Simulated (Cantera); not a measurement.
A Cantera script and what it prints.

```python
import numpy as np
import cantera as ct

gas_names = """
    NO2 NO
""".split()
cond_names = """
    Nb(cr) Nb(L) NbO2(I) NbO2(II) NbO2(III) NbO2(L)
""".split()


def load(file, names, dense=False):
    # The tables refer to 1 bar. Condensed volumes are neglected.
    table = {s.name: s for s in ct.Species.list_from_file(file)}
    out = []
    for n in names:
        d = dict(table[n].input_data)
        d["thermo"] = dict(d["thermo"], **{"reference-pressure": 1e5})
        if dense:
            d["equation-of-state"] = {"model": "constant-volume", "density": "1e6 g/cm^3"}
        out.append(ct.Species.from_dict(d))
    return out


species = {s.name: s for s in load("nasa_gas.yaml", gas_names) + load("nasa_condensed.yaml", cond_names)}
# Each term lists the table entries of one substance; the one whose range holds T is used.
reactions = {
    'Nb + 2 NO2(g) = NbO2 + 2 NO(g)':
        [(-1, ['Nb(cr)', 'Nb(L)']), (-2, ['NO2']), (1, ['NbO2(I)', 'NbO2(II)', 'NbO2(III)', 'NbO2(L)']), (2, ['NO'])],
}


def pick(names, T):
    return next(species[n] for n in names if species[n].thermo.min_temp <= T <= species[n].thermo.max_temp)


results = []
for label, terms in reactions.items():
    print(label)
    print("     T/K   dH/kJ  dS/(J/K)   dG/kJ   log10 K")
    for T in [800, 900, 1000, 1100, 1200]:
        used = [(nu, pick(names, T)) for nu, names in terms]
        dH = sum(nu * s.thermo.h(T) for nu, s in used) / 1e6
        dS = sum(nu * s.thermo.s(T) for nu, s in used) / 1e3
        dG = dH - T * dS / 1e3
        logK = -dG * 1e6 / (ct.gas_constant * T * np.log(10))
        results.append((label, T, dH, dS, dG, logK, [s.name for _, s in used]))
        print(f"{T:8g} {dH:8.1f} {dS:8.1f} {dG:8.1f} {logK:8.2f}")
```

Result:

```
Nb + 2 NO2(g) = NbO2 + 2 NO(g)
     T/K   dH/kJ  dS/(J/K)   dG/kJ   log10 K
     800   -672.7    -24.6   -653.1    42.64
     900   -670.9    -22.4   -650.7    37.76
    1000   -668.8    -20.2   -648.6    33.88
    1100   -663.1    -14.9   -646.7    30.71
    1200   -660.5    -12.7   -645.3    28.09
```

Standard-state values (1 bar) from the NASA 1993 polynomials, evaluated with Cantera. Condensed species are held in their standard states even where they would react or evaporate.
